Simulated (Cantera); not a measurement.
Input: 1 mol SiF4, 0.48 mol N2O, 4.9 mol H2, held at 1702 °C and 1.00 bar.

Cantera equilibrium calculation (NASA polynomials, part measured and part estimated; ideal gas, pure solids and liquids). Candidate condensed phases: H2O, Si, SiO2, Si2N2O, Si3N4; 58 gas species. The tables' values for SiF3, SiF2 are old estimates; treat these amounts as uncertain. The tables hold silica as quartz up to 1696 K and as liquid above; real silica turns to tridymite and cristobalite and melts near 1996 K. The numbers say what is thermodynamically allowed, not how fast it happens.

Base state: H2 0.641, HF 0.161, SiF4 0.0931, N2 0.0715, SiF3 0.0178, H2O 0.00675, SiO 0.00460, SiHF3 0.00240 (mole fractions); condensed: SiO2(condensed).

Q: What changes in the equilibrium state with this change: SiF4 replaced by SiH4?

A: 
```
species                before    after
--------------------  -------  -------
H2                      0.641    0.955
N2                     0.0715   0.0218
SiO                   0.00460   0.0218
HF                      0.161        0
SiF4                   0.0931        0
SiF3                   0.0178        0
SiHF3                 0.00240        0
SiF2                  0.00102        0
SiH2F2                2.63e-5        0
SiH2                  1.90e-8  8.78e-5
SiO2(condensed), mol    0.202        0
Si(l), mol                  0    0.196
Si2N2O(s), mol              0    0.323
```
Mutual solubility and eutectic melting of coexisting phases are not modelled. Gases not in the tables: Si2H6 and higher silanes.
